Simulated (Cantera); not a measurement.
Predominance diagram of Li at 1825 K against the partial pressures of O₂ and H₂O (log10, bar). Source: NASA polynomial tables (part measured, part estimated), evaluated in Cantera. Candidates: Li(l), LiH(l), LiOH(l), Li₂O(s). Only these pure phases compete in this equilibrium. Not in the tables: the peroxide.

```
log p(H₂O) \ log p(O₂)
        columns: -16, -15.1, -14.2, -13.3, -12.4, -11.6, -10.7, -9.8, -8.9, -8, -7.1, -6.2, -5.3, -4.4, -3.6, -2.7, -1.8, -0.9, 0
      1  A A A A A A A A A B B B B B B B B B B
   -0.1  A A A A A A A C C C C C C C C C C C C
   -1.2  A A A A C C C C C C C C C C C C C C C
   -2.3  A A C C C C C C C C C C C C C C C C C
   -3.4  C C C C C C C C C C C C C C C C C C C
   -4.5  C C C C C C C C C C C C C C C C C C C
   -5.6  C C C C C C C C C C C C C C C C C C C
   -6.7  C C C C C C C C C C C C C C C C C C C
   -7.8  C C C C C C C C C C C C C C C C C C C
   -8.9  C C C C C C C C C C C C C C C C C C C
    -10  C C C C C C C C C C C C C C C C C C C
```

A: out of reach (another gas would pass 10 bar, or a non-metal would condense); B: LiOH(l); C: Li₂O(s).
